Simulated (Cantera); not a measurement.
What does this Cantera script print?

```python
import numpy as np
import cantera as ct

gas_names = [...]  # 136 gases of nasa_gas.yaml made of C, H, N, O
cond_names = """
    C(gr) C6H6(L) C7H8(L) C8H18(L),n-octa H2O(s) H2O(L)
""".split()


# ... load() reads the species with a 1 bar reference pressure and builds the phases ...
atoms = {
    'CH3OH': {'C': 1, 'H': 4, 'O': 1},
    'H2O': {'H': 2, 'O': 1},
    'N2': {'N': 2},
}
top_T = {'C(gr)': 4500}  # K; cautious upper limits of use, not melting points


# ... equilibrate(T, P, feed) seeds the gas with the atoms and calls Mixture.equilibrate('TP', solver="vcs", rtol=1e-11, max_steps=5000) ...
results = []
T = 2100  # K
P = 10000  # Pa
for m in [0.029, 0.056, 0.11, 0.22, 0.43, 0.84, 1.7, 3.3]:
    feed = {'CH3OH': 1, 'H2O': m, 'N2': 0.25}  # mol
    mix = equilibrate(T, P, feed)
    results.append((T, P, feed, dict(zip(mix.species_names, mix.species_moles))))
    x = sorted(zip(gas.X, gas.species_names), reverse=True)
    print(f"T = {T:g} K  P = {P:g} Pa  n(H2O) = {m:g} mol  gas = {mix.phase_moles(0):.4g} mol")
    print("   x: " + "  ".join(f"{s} {v:.3e}" for v, s in x if v > 1e-06))
    print("   condensed (mol): " + ("  ".join(f"{mix.phase(i).name} {mix.phase_moles(i):.4g}"
          for i in range(1, mix.n_phases) if mix.phase_moles(i) > 1e-12) or "none"))
```

It prints:

```
T = 2100 K  P = 10000 Pa  n(H2O) = 0.029 mol  gas = 3.292 mol
   x: H2 6.046e-01  CO 3.030e-01  N2 7.595e-02  H2O 7.989e-03  H 7.661e-03  CO2 8.102e-04  OH 1.205e-05
   condensed (mol): none
T = 2100 K  P = 10000 Pa  n(H2O) = 0.056 mol  gas = 3.319 mol
   x: H2 6.004e-01  CO 2.998e-01  N2 7.533e-02  H2O 1.530e-02  H 7.634e-03  CO2 1.546e-03  OH 2.317e-05
   condensed (mol): none
T = 2100 K  P = 10000 Pa  n(H2O) = 0.11 mol  gas = 3.373 mol
   x: H2 5.922e-01  CO 2.935e-01  N2 7.412e-02  H2O 2.960e-02  H 7.582e-03  CO2 2.969e-03  OH 4.512e-05
   condensed (mol): none
T = 2100 K  P = 10000 Pa  n(H2O) = 0.22 mol  gas = 3.483 mol
   x: H2 5.762e-01  CO 2.814e-01  N2 7.177e-02  H2O 5.740e-02  H 7.479e-03  CO2 5.673e-03  OH 8.870e-05  NO 1.224e-06
   condensed (mol): none
T = 2100 K  P = 10000 Pa  n(H2O) = 0.43 mol  gas = 3.694 mol
   x: H2 5.481e-01  CO 2.605e-01  H2O 1.060e-01  N2 6.768e-02  CO2 1.020e-02  H 7.294e-03  OH 1.680e-04  NO 2.308e-06  O 1.594e-06
   condensed (mol): none
T = 2100 K  P = 10000 Pa  n(H2O) = 0.84 mol  gas = 4.105 mol
   x: H2 5.010e-01  CO 2.265e-01  H2O 1.872e-01  N2 6.090e-02  CO2 1.712e-02  H 6.974e-03  OH 3.102e-04  NO 4.228e-06  O 3.079e-06
   condensed (mol): none
T = 2100 K  P = 10000 Pa  n(H2O) = 1.7 mol  gas = 4.967 mol
   x: H2 4.259e-01  H2O 3.154e-01  CO 1.751e-01  N2 5.032e-02  CO2 2.624e-02  H 6.430e-03  OH 5.669e-04  NO 7.617e-06  O 6.102e-06  O2 1.926e-06
   condensed (mol): none
T = 2100 K  P = 10000 Pa  n(H2O) = 3.3 mol  gas = 6.572 mol
   x: H2O 4.677e-01  H2 3.355e-01  CO 1.187e-01  N2 3.803e-02  CO2 3.348e-02  H 5.707e-03  OH 9.471e-04  NO 1.247e-05  O 1.149e-05  O2 6.827e-06
   condensed (mol): none
```

Method: chemical equilibrium by Gibbs-energy minimisation in Cantera with the NASA 1993 tables (ideal gas, pure condensed phases).
